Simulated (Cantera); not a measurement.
**Hydrocarbon pyrolysis for carbon deposition**

An isothermal, constant-pressure homogeneous reactor starts with CH4 : H2 = 1 : 2 (molar parts), at 1850 K and 1.58 Torr.

Computed with Cantera and GRI-Mech 3.0 (53 species, 325 reactions). GRI-Mech 3.0 stops at C3 and has no aromatics, soot or wall deposition, so with more carbon than oxygen in the feed, carbon stays in small species such as C2H2 where larger ones or solid carbon would form. Radical loss at walls, strong at low pressure, is not modelled.

```json
[
 {"t (s)": "0.000200", "x CH4": "0.333", "x H2": "0.667", "x CH2": "1.76e-10", "x H": "8.27e-6", "x C2H": "<1e-12", "x C2H4": "4.79e-10"},
 {"t (s)": "0.00118", "x CH4": "0.333", "x H2": "0.667", "x CH2": "1.19e-8", "x H": "3.28e-5", "x C2H": "<1e-12", "x C2H4": "2.53e-7"},
 {"t (s)": "0.00700", "x CH4": "0.331", "x H2": "0.667", "x CH2": "4.41e-7", "x H": "0.000180", "x C2H": "9.80e-12", "x C2H4": "6.08e-5"},
 {"t (s)": "0.0414", "x CH4": "0.290", "x H2": "0.686", "x CH2": "9.44e-6", "x H": "0.00123", "x C2H": "1.23e-7", "x C2H4": "0.00598"},
 {"t (s)": "0.245", "x CH4": "0.0708", "x H2": "0.826", "x CH2": "8.86e-6", "x H": "0.00262", "x C2H": "3.26e-6", "x C2H4": "0.000928"},
 {"t (s)": "1.45", "x CH4": "0.00679", "x H2": "0.866", "x CH2": "3.74e-6", "x H": "0.00455", "x C2H": "6.88e-6", "x C2H4": "2.20e-5"},
 {"t (s)": "8.57", "x CH4": "0.000172", "x H2": "0.865", "x CH2": "5.67e-7", "x H": "0.0103", "x C2H": "1.59e-5", "x C2H4": "3.92e-6"},
 {"t (s)": "50.7", "x CH4": "2.57e-5", "x H2": "0.865", "x CH2": "9.76e-8", "x H": "0.0110", "x C2H": "1.70e-5", "x C2H4": "3.74e-6"},
 {"t (s)": "300", "x CH4": "2.39e-5", "x H2": "0.865", "x CH2": "9.10e-8", "x H": "0.0110", "x C2H": "1.70e-5", "x C2H4": "3.74e-6"}
]
```
x: mole fraction; the columns are a selection and need not sum to one.

Equilibrium at this temperature and pressure: CH4 2.39e-5, H2 0.865, CH2 9.11e-8, H 0.0110, C2H 1.70e-5, C2H4 3.74e-6 (gas phase only).
